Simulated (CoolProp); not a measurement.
A Linde-Hampson liquefier for oxygen: isothermal reversible compression at 280 K from 1 atm to 10 MPa, throttling to 1 atm, return gas leaving the recuperator 10 K below the feed. Each further row changes one setting.

Computed with CoolProp (reference Helmholtz-energy equation of state, Schmidt 1985).

```csv
case,liquid yield per pass,compression work (kJ/kg of gas)
as stated,___,328
high pressure 20 MPa,___,___
warm-end temperature 310 K,___,___
warm-end gap 15 K,___,328
```

Task: What belongs in the gaps?

Result: 
- as stated, liquid yield per pass: 0.047
- high pressure 20 MPa, liquid yield per pass: 0.107
- high pressure 20 MPa, compression work (kJ/kg of gas): 375
- warm-end temperature 310 K, liquid yield per pass: 0.031
- warm-end temperature 310 K, compression work (kJ/kg of gas): 366
- warm-end gap 15 K, liquid yield per pass: 0.035

Above 300 K oxygen's equation is extrapolated.
